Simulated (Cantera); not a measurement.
A perfectly stirred reactor is fed with C3H8 : O2 : N2 = 1 : 7.14 : 26.9 (molar parts), equivalence ratio 0.70, at 10.0 bar; it is adiabatic with a 750 K inlet, and is followed from long to short residence time, starting on the burning branch (τ in s: 0.043, 0.015, 0.0054, 0.0019, 0.00068, 0.00024, 8.5e-05, 3e-05, 1.1e-05, 3.8e-06).

Model: GRI-Mech 3.0 (53 species, 325 reactions), integrated in Cantera. GRI-Mech 3.0 was tuned for natural gas; its chemistry of propane as a main component is partial and can be far from experiment.

Predict: blow-out, bracketed by the residence times tried; x(C3H8) at τ = 43.0 ms; x(O2) at τ = 43.0 ms; x(HO2) at τ = 43.0 ms; x(CO) at τ = 43.0 ms; x(CH4) at τ = 43.0 ms; x(C3H8) at τ = 0.240 ms; x(O2) at τ = 0.240 ms; x(HO2) at τ = 0.240 ms; x(CO) at τ = 0.240 ms; x(CH4) at τ = 0.240 ms.

blow-out, bracketed by the residence times tried: burning at 11.0 µs, out at 3.80 µs
x(C3H8) at τ = 43.0 ms: 7.46e-8
x(O2) at τ = 43.0 ms: 0.0579
x(HO2) at τ = 43.0 ms: 4.57e-6
x(CO) at τ = 43.0 ms: 0.000821
x(CH4) at τ = 43.0 ms: 6.67e-8
x(C3H8) at τ = 0.240 ms: 8.08e-6
x(O2) at τ = 0.240 ms: 0.0610
x(HO2) at τ = 0.240 ms: 1.33e-5
x(CO) at τ = 0.240 ms: 0.00545
x(CH4) at τ = 0.240 ms: 2.97e-6
